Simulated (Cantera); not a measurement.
A Cantera script and what it prints.

```python
import numpy as np
import cantera as ct

gas_names = """
    H HNO HNO2 HNO3 HO2 H2 H2O H2O2 N NH NH2 NH3 NH2OH NO NO2 NO3 N2 N2H2 N2H4 N2O O OH O2 O3 Si SiH
    SiH2 SiH3 SiH4 SiN SiO SiO2 Si2 Si2N Si3
""".split()
cond_names = """
    H2O(s) H2O(L) Si(cr) Si(L) SiO2(Lqz) SiO2(hqz) SiO2(L) Si2N2O(s) Si3N4(a)
""".split()


# ... load() reads the species with a 1 bar reference pressure and builds the phases ...
atoms = {
    'SiH4': {'Si': 1, 'H': 4},
    'NO': {'N': 1, 'O': 1},
    'H2': {'H': 2},
}
top_T = {'Si2N2O(s)': 2100, 'Si3N4(a)': 2400}  # K; cautious upper limits of use, not melting points


# ... equilibrate(T, P, feed) seeds the gas with the atoms and calls Mixture.equilibrate('TP', solver="vcs", rtol=1e-11, max_steps=5000) ...
results = []
feed = {'SiH4': 1, 'NO': 0.13, 'H2': 0.82}  # mol
P = 28000  # Pa
for T in [500, 700, 900, 1100, 1300, 1500, 1700, 1900, 2100]:
    mix = equilibrate(T, P, feed)
    results.append((T, P, feed, dict(zip(mix.species_names, mix.species_moles))))

top = {s: max(r[3][s] / sum(r[3][g] for g in gas_names) for r in results) for s in gas_names}
cols = sorted((s for s in top if top[s] > 1e-05), key=lambda s: -top[s])[:6]
seen = [c for c in cond_names if any(r[3].get(c, 0) > 1e-12 for r in results)]
print("log10 of partial pressures in bar; condensed amounts in mol")
print(f"{'T/K':>10s}" + "".join(f"{s[:9]:>10s}" for s in cols + seen))
for T, P, feed, n in results:
    ng = sum(n[g] for g in gas_names)
    print(f"{T:10.4g}" + "".join(f"{np.log10(max(n[s] / ng * P / 1e5, 1e-99)):10.3f}" for s in cols)
          + "".join(f"{n.get(c, 0):10.4g}" for c in seen))
```

Output:

```
log10 of partial pressures in bar; condensed amounts in mol
       T/K        H2       SiO        N2         H        Si      SiH2    Si(cr)     Si(L) SiO2(Lqz) SiO2(hqz) Si2N2O(s)
       500    -0.553   -27.639   -41.205   -20.434   -39.215   -23.226    0.8375         0    0.0325         0     0.065
       700    -0.553   -17.109   -26.524   -13.874   -25.795   -15.992    0.8375         0    0.0325         0     0.065
       900    -0.553   -11.302   -18.397   -10.209   -18.352   -11.983    0.8375         0         0    0.0325     0.065
      1100    -0.553    -7.637   -13.243    -7.864   -13.626    -9.434    0.8375         0         0    0.0325     0.065
      1300    -0.553    -5.118    -9.692    -6.233   -10.364    -7.669    0.8375         0         0   0.03246     0.065
      1500    -0.554    -3.286    -7.101    -5.031    -7.978    -6.378    0.8349         0         0   0.02988     0.065
      1700    -0.563    -2.199    -4.818    -4.113    -6.168    -5.411         0    0.8051         0         0   0.06484
      1900    -0.580    -1.945    -2.277    -3.391    -4.899    -4.814         0    0.8613         0         0  0.008325
      2100    -0.585    -1.920    -2.221    -2.799    -3.875    -4.324         0    0.8675         0         0         0
```

Cantera equilibrium calculation (NASA polynomials, part measured and part estimated; ideal gas, pure solids and liquids). Mutual solubility and eutectic melting of coexisting phases are not modelled. The tables hold silica as quartz up to 1696 K and as liquid above; real silica turns to tridymite and cristobalite and melts near 1996 K. Gases not in the tables: Si2H6 and higher silanes.
